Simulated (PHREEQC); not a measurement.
0.017 g of hydrous ferric oxide (600 m²/g; 0.2 weak and 0.005 strong sites per Fe, Dzombak-Morel constants, diffuse double layer) in 1 kg of water with 0.01 mol/kgw of an inert sodium salt and 0.0021 mmol/kgw NiCl2 and 0.00022 mmol/kgw PbCl2, at 25 °C; the pH is set by adding NaOH or the inert anion's acid. Oxygen is held at 0.21 atm. The system is closed to CO2. Nothing may precipitate in this run.

The series has 13 steps of pH, from 3 to 11.

Model: ion-association model, wateq4f.dat, run in PHREEQC.

Near which pH is half of the Ni sorbed, and on which side is more sorbed?

Near pH 7.4, with more sorbed at higher pH.

Near which pH is half of the Pb sorbed, and on which side is more sorbed?

Near pH 4.6, with more sorbed at higher pH.

Complexes and solids missing from the database can't appear. The oxide is taken as insoluble; below pH 4 it would dissolve.
